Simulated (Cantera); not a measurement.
What does this Cantera script print?

```python
import numpy as np
import cantera as ct

gas = ct.Solution("gri30.yaml")
gas.TPX = 525, 430000, {'CH4': 1, 'C2H6': 0.31, 'O2': 3.08, 'N2': 12.3}
flame = ct.FreeFlame(gas, width=0.014)
flame.set_refine_criteria(ratio=3, slope=0.08, curve=0.16)
flame.transport_model = "mixture-averaged"
flame.solve(loglevel=0, auto=True)
z, T = flame.grid, flame.T
thick = (T[-1] - T[0]) / np.gradient(T, z).max()
show = ['CH4', 'C2H6', 'O2', 'HCN', 'CH2CO', 'HO2']
print(f"laminar burning velocity  {flame.velocity[0] * 100:.3f} cm/s")
print(f"burnt temperature         {T[-1]:.1f} K")
print(f"thermal thickness         {thick * 1e3:.4f} mm")
print(f"grid points               {len(z)}")
z0 = z[flame.heat_release_rate.argmax()]
print(f"{'z/mm':>9s}{'T/K':>9s}{'u/(m/s)':>9s}" + "".join(f"{s:>11s}" for s in show))
rows = []
for k in (-3, -2, -1.5, -1, -0.5, -0.25, 0, 0.25, 0.5, 1, 2, 4, 8):
    zz = z0 + k * thick
    rows.append([k * thick, np.interp(zz, z, T), np.interp(zz, z, flame.velocity),
                 *(np.interp(zz, z, flame.X[gas.species_index(s)]) for s in show)])
    print(f"{rows[-1][0] * 1e3:9.3f}{rows[-1][1]:9.1f}{rows[-1][2]:9.3f}" + "".join(f"{x:11.3e}" for x in rows[-1][3:]))
```

Output:

```
laminar burning velocity  59.914 cm/s
burnt temperature         2347.1 K
thermal thickness         0.1192 mm
grid points               142
     z/mm      T/K  u/(m/s)        CH4       C2H6         O2        HCN      CH2CO        HO2
   -0.358    525.4    0.600  5.983e-02  1.856e-02  1.843e-01  1.467e-10  1.006e-08  1.547e-07
   -0.238    528.9    0.605  5.957e-02  1.852e-02  1.838e-01  1.977e-09  1.696e-07  1.543e-06
   -0.179    541.9    0.621  5.886e-02  1.843e-02  1.826e-01  1.168e-08  1.193e-06  7.397e-06
   -0.119    615.1    0.709  5.560e-02  1.786e-02  1.763e-01  9.427e-08  1.245e-05  4.858e-05
   -0.060   1016.3    1.190  3.948e-02  1.233e-02  1.399e-01  8.921e-07  1.727e-04  2.965e-04
   -0.030   1431.9    1.696  2.236e-02  4.833e-03  9.814e-02  2.136e-06  4.635e-04  2.906e-04
    0.000   1831.9    2.184  5.200e-03  2.101e-04  5.189e-02  4.112e-06  3.683e-04  1.182e-04
    0.030   2004.7    2.382  2.817e-04  2.738e-07  2.734e-02  3.261e-06  3.381e-05  2.542e-05
    0.060   2071.7    2.449  7.686e-06  1.484e-10  1.945e-02  1.122e-06  1.058e-06  1.407e-05
    0.119   2149.4    2.526  1.031e-08  8.444e-16  1.455e-02  1.177e-07  1.509e-09  8.611e-06
    0.238   2225.8    2.605  3.639e-13  4.259e-22  1.101e-02  3.217e-09  4.827e-14  4.803e-06
    0.477   2285.9    2.666  4.699e-16  5.501e-28  8.176e-03  4.416e-11  7.608e-18  2.587e-06
    0.954   2323.4    2.703  2.476e-16  3.591e-28  6.257e-03  2.007e-11  1.787e-18  1.568e-06
```

Computed with Cantera and GRI-Mech 3.0 (53 species, 325 reactions). Burning velocities carry a grid error of a few per cent, more on coarse grids.
